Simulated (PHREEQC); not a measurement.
A column of 0.5 m (40 cells, dispersivity 0.04 m, 3600 s a shift, diffusion coefficient 3e-10 m²/s) holds 0.0086 eq of the database's cation exchanger X per kg of pore water, first in equilibrium with 64 mmol/kgw MnCl2, 13 mmol/kgw MgCl2 and 0.01 mmol/kgw HCl. It is flushed with 0.01 mol BaCl2 and 1e-05 mol HCl per kg of water, at 40 °C. Values are for the last cell. CO2 from the air is kept out. Nothing may precipitate in this run.

Base run: PHREEQC, ion-association model, phreeqc.dat. Each further column changes one thing. The table gives Ba in solution (mol/kgw).

```tsv
pore volumes	base	exchange capacity from 0.0086 to 0.0043 eq/kgw	dispersivity from 0.04 to 0.08 m
0	0	0	0
0.3125	2.62e-6	5.80e-6	6.84e-5
0.5125	0.000201	0.000339	0.000743
0.8125	0.00166	0.00249	0.00264
1.113	0.00358	0.00505	0.00442
1.413	0.00533	0.00698	0.00582
1.613	0.00645	0.00792	0.00659
1.913	0.00790	0.00891	0.00756
2.212	0.00890	0.00948	0.00833
2.513	0.00947	0.00976	0.00890
2.712	0.00968	0.00986	0.00918
3.013	0.00985	0.00994	0.00948
```

Away from 25 °C the constants follow the database's enthalpies or fits; those with neither stay at their 25 °C values.
